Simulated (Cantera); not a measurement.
**Equilibrium for fluorocarbon and chlorocarbon gases: CH₃Cl + H₂**

Feed: 1 mol CH₃Cl, 0.3 mol H₂, equilibrated at 1450 °C.

These are equilibrium values from Cantera (NASA tables, ideal gas, pure condensed phases), not measurements of a reactor. Candidate condensed phases: C, C₆H₆, C₇H₈, C₈H₁₈; 91 gas species. Equilibrium is a limit: real reactors are often held back by kinetics, nucleation or transport.

From 1.00 Pa to 100000 Pa the condensed part is C(graphite). The main C-bearing gas is C₂H₂ (acetylene) at 1.00 Pa and CH₄ at 100000 Pa.

```tsv
P (Pa)	x H₂	x HCl	x H	x Cl	x CH₄	x C₂H₂ (acetylene)	n C(graphite)
1	0.537	0.396	0.0423	0.0242	2.90e-9	4.87e-5	1.000
5.20	0.553	0.417	0.0188	0.0110	1.60e-8	5.01e-5	1.000
27	0.560	0.427	0.00831	0.00491	8.51e-8	5.07e-5	1.000
140	0.563	0.431	0.00366	0.00217	4.46e-7	5.10e-5	1.000
720	0.564	0.433	0.00162	0.000962	2.30e-6	5.11e-5	1.000
3700	0.565	0.434	0.000713	0.000425	1.19e-5	5.12e-5	1.000
19000	0.565	0.435	0.000315	0.000188	6.10e-5	5.12e-5	1.000
100000	0.565	0.435	0.000137	8.18e-5	0.000321	5.12e-5	0.999
```
x: gas mole fraction; n: condensed amount in mol.
